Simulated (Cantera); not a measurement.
Input (Python, Cantera) and output of one run.

```python
import numpy as np
import cantera as ct

gas_names = """
    H HO2 H2 H2O H2O2 H2S H2SO4 O OH O2 O3 S SH SO SO2 SO3 S2 S2O S8
""".split()
cond_names = """
    H2O(s) H2O(L) H2SO4(L) S(cr1) S(cr2) S(L)
""".split()


# ... load() reads the species with a 1 bar reference pressure and builds the phases ...
atoms = {
    'S': {'S': 1},
    'H2O': {'H': 2, 'O': 1},
    'H2': {'H': 2},
}
top_T = {}  # K; cautious upper limits of use, not melting points


# ... equilibrate(T, P, feed) seeds the gas with the atoms and calls Mixture.equilibrate('TP', solver="vcs", rtol=1e-11, max_steps=5000) ...
results = []
T = 2598.15  # K
P = 4100  # Pa
for m in [0.58, 0.71, 0.87, 1.1, 1.3, 1.6, 2, 2.4, 2.9, 3.6, 4.4, 5.4, 6.6]:
    feed = {'S': 1, 'H2O': m, 'H2': 1.4}  # mol
    mix = equilibrate(T, P, feed)
    results.append((T, P, feed, dict(zip(mix.species_names, mix.species_moles))))
    x = sorted(zip(gas.X, gas.species_names), reverse=True)
    print(f"T = {T:g} K  P = {P:g} Pa  n(H2O) = {m:g} mol  gas = {mix.phase_moles(0):.4g} mol")
    print("   x: " + "  ".join(f"{s} {v:.3e}" for v, s in x if v > 0.0001))
    print("   condensed (mol): " + ("  ".join(f"{mix.phase(i).name} {mix.phase_moles(i):.4g}"
          for i in range(1, mix.n_phases) if mix.phase_moles(i) > 1e-12) or "none"))
```

It prints:

```
T = 2598.15 K  P = 4100 Pa  n(H2O) = 0.58 mol  gas = 2.918 mol
   x: H2 4.898e-01  H 1.317e-01  H2O 9.734e-02  S 8.413e-02  S2 6.831e-02  SO 6.761e-02  SH 3.620e-02  SO2 1.311e-02  OH 6.042e-03  H2S 4.377e-03  O 1.052e-03  S2O 2.954e-04
   condensed (mol): none
T = 2598.15 K  P = 4100 Pa  n(H2O) = 0.71 mol  gas = 3.081 mol
   x: H2 4.820e-01  H 1.306e-01  H2O 1.133e-01  S 7.801e-02  SO 7.418e-02  S2 5.874e-02  SH 3.330e-02  SO2 1.702e-02  OH 7.093e-03  H2S 3.994e-03  O 1.244e-03  S2O 3.006e-04  O2 1.191e-04
   condensed (mol): none
T = 2598.15 K  P = 4100 Pa  n(H2O) = 0.87 mol  gas = 3.279 mol
   x: H2 4.733e-01  H2O 1.315e-01  H 1.294e-01  SO 8.000e-02  S 7.119e-02  S2 4.891e-02  SH 3.011e-02  SO2 2.170e-02  OH 8.306e-03  H2S 3.579e-03  O 1.471e-03  S2O 2.958e-04  O2 1.664e-04
   condensed (mol): none
T = 2598.15 K  P = 4100 Pa  n(H2O) = 1.1 mol  gas = 3.56 mol
   x: H2 4.618e-01  H2O 1.555e-01  H 1.279e-01  SO 8.514e-02  S 6.255e-02  S2 3.776e-02  SO2 2.797e-02  SH 2.613e-02  OH 9.938e-03  H2S 3.068e-03  O 1.781e-03  S2O 2.766e-04  O2 2.441e-04
   condensed (mol): none
T = 2598.15 K  P = 4100 Pa  n(H2O) = 1.3 mol  gas = 3.801 mol
   x: H2 4.525e-01  H2O 1.746e-01  H 1.266e-01  SO 8.736e-02  S 5.598e-02  SO2 3.291e-02  S2 3.025e-02  SH 2.315e-02  OH 1.128e-02  H2S 2.691e-03  O 2.042e-03  O2 3.209e-04  S2O 2.540e-04
   condensed (mol): none
T = 2598.15 K  P = 4100 Pa  n(H2O) = 1.6 mol  gas = 4.158 mol
   x: H2 4.394e-01  H2O 2.013e-01  H 1.247e-01  SO 8.804e-02  S 4.752e-02  SO2 3.937e-02  S2 2.179e-02  SH 1.936e-02  OH 1.319e-02  O 2.424e-03  H2S 2.218e-03  O2 4.523e-04  S2O 2.173e-04
   condensed (mol): none
T = 2598.15 K  P = 4100 Pa  n(H2O) = 2 mol  gas = 4.626 mol
   x: H2 4.227e-01  H2O 2.339e-01  H 1.223e-01  SO 8.577e-02  SO2 4.632e-02  S 3.833e-02  OH 1.563e-02  SH 1.532e-02  S2 1.418e-02  O 2.928e-03  H2S 1.721e-03  O2 6.596e-04  S2O 1.708e-04
   condensed (mol): none
T = 2598.15 K  P = 4100 Pa  n(H2O) = 2.4 mol  gas = 5.087 mol
   x: H2 4.068e-01  H2O 2.638e-01  H 1.200e-01  SO 8.149e-02  SO2 5.158e-02  S 3.108e-02  OH 1.797e-02  SH 1.219e-02  S2 9.321e-03  O 3.432e-03  H2S 1.343e-03  O2 9.061e-04  S2O 1.315e-04
   condensed (mol): none
T = 2598.15 K  P = 4100 Pa  n(H2O) = 2.9 mol  gas = 5.656 mol
   x: H2 3.877e-01  H2O 2.979e-01  H 1.171e-01  SO 7.490e-02  SO2 5.618e-02  S 2.410e-02  OH 2.079e-02  SH 9.226e-03  S2 5.606e-03  O 4.067e-03  O2 1.273e-03  H2S 9.924e-04
   condensed (mol): none
T = 2598.15 K  P = 4100 Pa  n(H2O) = 3.6 mol  gas = 6.445 mol
   x: H2 3.627e-01  H2O 3.403e-01  H 1.133e-01  SO 6.529e-02  SO2 5.979e-02  OH 2.455e-02  S 1.721e-02  SH 6.372e-03  O 4.965e-03  S2 2.858e-03  O2 1.897e-03  H2S 6.629e-04
   condensed (mol): none
T = 2598.15 K  P = 4100 Pa  n(H2O) = 4.4 mol  gas = 7.34 mol
   x: H2O 3.816e-01  H2 3.370e-01  H 1.092e-01  SO2 6.116e-02  SO 5.534e-02  OH 2.856e-02  S 1.209e-02  O 5.992e-03  SH 4.314e-03  O2 2.763e-03  S2 1.410e-03  H2S 4.327e-04
   condensed (mol): none
T = 2598.15 K  P = 4100 Pa  n(H2O) = 5.4 mol  gas = 8.458 mol
   x: H2O 4.239e-01  H2 3.095e-01  H 1.047e-01  SO2 6.044e-02  SO 4.523e-02  OH 3.310e-02  S 8.167e-03  O 7.246e-03  O2 4.040e-03  SH 2.794e-03  S2 6.438e-04  H2S 2.685e-04
   condensed (mol): none
T = 2598.15 K  P = 4100 Pa  n(H2O) = 6.6 mol  gas = 9.804 mol
   x: H2O 4.632e-01  H2 2.827e-01  H 1.000e-01  SO2 5.783e-02  OH 3.785e-02  SO 3.616e-02  O 8.670e-03  O2 5.784e-03  S 5.458e-03  SH 1.784e-03  S2 2.875e-04  H2S 1.639e-04
   condensed (mol): none
```

Equilibrium computed with Cantera from the NASA thermochemical tables; the gas is ideal and each condensed phase is pure.
